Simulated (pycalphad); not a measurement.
CALPHAD calculation (pycalphad, COST 507 light-alloy database (1999)), 1 atm. No gas phase is included, though pure Mn would boil below 2077 °C. The data set is of 1999 and partly superseded. Diffusion is slow at the low end, where real alloys seldom reach equilibrium.

**Question.** How does the equilibrium phase assembly of Mn-2.01Si (at.%) change on cooling from 2077 °C to 277 °C?

**Answer.** 
```tsv
T (°C)	phases above	phases below
1234.5	liquid	bcc + liquid
1217.7	bcc + liquid	bcc
1151.0	bcc	bcc + fcc
1150.5	bcc + fcc	fcc
1139.6	fcc	β-Mn + fcc
1126.9	β-Mn + fcc	β-Mn
683.6	β-Mn	α-Mn + β-Mn
676.4	α-Mn + β-Mn	α-Mn
```
Changes were sought between steps of 100 K, so a narrower field can be missed.
